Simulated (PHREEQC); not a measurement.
1 kg of water holding 0.15 mol MgCl2, 0.22 mol KCl and 0.044 mol MgSO4 is evaporated at 25 °C; the solids stay in contact with the brine. CO2 from the air is kept out. The run lets Arcanite, Bischofite, Brucite, Carnallite, Epsomite, Hexahydrite, Kainite, Kieserite, Leonite, Misenite, Schoenite, Sylvite, MgCl2_4H2O precipitate or redissolve, and no other solid.

Equilibrium calculation in PHREEQC: Pitzer model, pitzer.dat.

Problem. Predict ionic strength, water activity at water left (kg) = 0.1711, 0.09502, 0.07794, 0.04192.

Solution. 
```
water left (kg)  ionic strength  water activity
---------------  --------------  --------------
0.1711                     4.94           0.892
0.09502                    8.90           0.768
0.07794                    9.85           0.737
0.04192                    13.1           0.572
```
